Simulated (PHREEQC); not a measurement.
0.032 g of hydrous ferric oxide (600 m²/g; 0.2 weak and 0.005 strong sites per Fe, Dzombak-Morel constants, diffuse double layer) in 1 kg of water with 0.005 mol/kgw of an inert sodium salt and 1.3e-05 mol CaCl2, at 25 °C; the pH is set by adding NaOH or the inert anion's acid. Oxygen alone is held at its pressure in air (log pO2 = -0.68). CO2 from the air is kept out. Precipitation was switched off in this run.

The series has 13 steps of pH, from 4 to 12.

Computed with PHREEQC (ion-association model, wateq4f.dat).

### Question
Near which pH is half of the Ca sorbed, and on which side is more sorbed?

### Answer
Near pH 9.3, with more sorbed at higher pH.
